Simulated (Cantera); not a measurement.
A closed system holds: 1 mol FeCl₂, 0.082 mol H₂O, 0.54 mol N₂, equilibrated at 877 °C and 0.133 bar.

Cantera equilibrium calculation (NASA polynomials, part measured and part estimated; ideal gas, pure solids and liquids). Candidate condensed phases: Fe, FeCl₂, FeCl₃, FeO, Fe(OH)₂, Fe(OH)₃, Fe₂O₃, Fe₃O₄, H₂O, NH₄Cl; 37 gas species. The tables' stoichiometric FeO is somewhat more stable than real wüstite, so its field is too wide. FeO: taken at fixed stoichiometry. Kinetics and transport are ignored.

Base state: FeCl₂ 0.507, N₂ 0.347, HCl 0.101, Fe₂Cl₄ 0.0418, H₂O 0.00163, FeCl₃ 0.000998, H₂ 0.000499 (mole fractions); condensed: FeO(s).

Q: What changes in the equilibrium state with this change: temperature from 877 °C to 1225 °C?

A: 
```
species       before     after
-----------  -------  --------
FeCl₂          0.507     0.568
N₂             0.347     0.334
HCl            0.101    0.0912
Fe₂Cl₄        0.0418   0.00172
Cl           8.14e-7  0.000163
H₂O          0.00163   0.00458
FeO(s), mol   0.0795    0.0746
```
